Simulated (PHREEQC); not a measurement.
1 kg of water holding 0.32 mol/kgw CaCl2, 0.28 mol/kgw KCl and 0.15 mol/kgw MgCl2 is evaporated at 60 °C; the solids stay in contact with the brine. The system is closed to CO2. The run lets Bischofite, Brucite, Carnallite, Portlandite, Sylvite, MgCl2_4H2O precipitate or redissolve, and no other solid.

All values are PHREEQC results (Pitzer model, pitzer.dat), not measurements.

```json
[
 {"water left (kg)": "1", "ionic strength": "1.69", "water activity": "0.968", "Sylvite (mol)": "0", "Ca in solution (mol/kgw)": "0.320", "Mg in solution (mol/kgw)": "0.150", "Cl in solution (mol/kgw)": "1.22"},
 {"water left (kg)": "0.8219", "ionic strength": "2.06", "water activity": "0.960", "Sylvite (mol)": "0", "Ca in solution (mol/kgw)": "0.389", "Mg in solution (mol/kgw)": "0.183", "Cl in solution (mol/kgw)": "1.48"},
 {"water left (kg)": "0.6755", "ionic strength": "2.50", "water activity": "0.951", "Sylvite (mol)": "0", "Ca in solution (mol/kgw)": "0.474", "Mg in solution (mol/kgw)": "0.222", "Cl in solution (mol/kgw)": "1.81"},
 {"water left (kg)": "0.5552", "ionic strength": "3.04", "water activity": "0.938", "Sylvite (mol)": "0", "Ca in solution (mol/kgw)": "0.576", "Mg in solution (mol/kgw)": "0.270", "Cl in solution (mol/kgw)": "2.20"},
 {"water left (kg)": "0.4563", "ionic strength": "3.70", "water activity": "___", "Sylvite (mol)": "0", "Ca in solution (mol/kgw)": "0.701", "Mg in solution (mol/kgw)": "0.329", "Cl in solution (mol/kgw)": "2.67"},
 {"water left (kg)": "0.375", "ionic strength": "4.51", "water activity": "0.900", "Sylvite (mol)": "0", "Ca in solution (mol/kgw)": "0.853", "Mg in solution (mol/kgw)": "0.400", "Cl in solution (mol/kgw)": "3.25"},
 {"water left (kg)": "0.3082", "ionic strength": "5.48", "water activity": "0.872", "Sylvite (mol)": "0", "Ca in solution (mol/kgw)": "1.04", "Mg in solution (mol/kgw)": "0.487", "Cl in solution (mol/kgw)": "3.96"},
 {"water left (kg)": "0.2533", "ionic strength": "6.67", "water activity": "0.836", "Sylvite (mol)": "0", "Ca in solution (mol/kgw)": "1.26", "Mg in solution (mol/kgw)": "0.592", "Cl in solution (mol/kgw)": "4.82"},
 {"water left (kg)": "0.2082", "ionic strength": "8.12", "water activity": "0.788", "Sylvite (mol)": "0", "Ca in solution (mol/kgw)": "1.54", "Mg in solution (mol/kgw)": "0.720", "Cl in solution (mol/kgw)": "5.86"},
 {"water left (kg)": "0.1711", "ionic strength": "9.88", "water activity": "0.728", "Sylvite (mol)": "0", "Ca in solution (mol/kgw)": "1.87", "Mg in solution (mol/kgw)": "0.876", "Cl in solution (mol/kgw)": "7.13"},
 {"water left (kg)": "0.1407", "ionic strength": "12.0", "water activity": "0.654", "Sylvite (mol)": "0", "Ca in solution (mol/kgw)": "2.28", "Mg in solution (mol/kgw)": "1.07", "Cl in solution (mol/kgw)": "8.67"},
 {"water left (kg)": "0.1156", "ionic strength": "14.3", "water activity": "___", "Sylvite (mol)": "___", "Ca in solution (mol/kgw)": "2.77", "Mg in solution (mol/kgw)": "1.30", "Cl in solution (mol/kgw)": "10.2"},
 {"water left (kg)": "0.09502", "ionic strength": "16.5", "water activity": "0.490", "Sylvite (mol)": "0.124", "Ca in solution (mol/kgw)": "3.37", "Mg in solution (mol/kgw)": "1.58", "Cl in solution (mol/kgw)": "11.5"}
]
```

Q: Complete the blanks.

A: 
- 0.4563, water activity: 0.922
- 0.1156, water activity: 0.575
- 0.1156, Sylvite (mol): 0.0410

Away from 25 °C the constants follow the database's enthalpies or fits; those with neither stay at their 25 °C values.
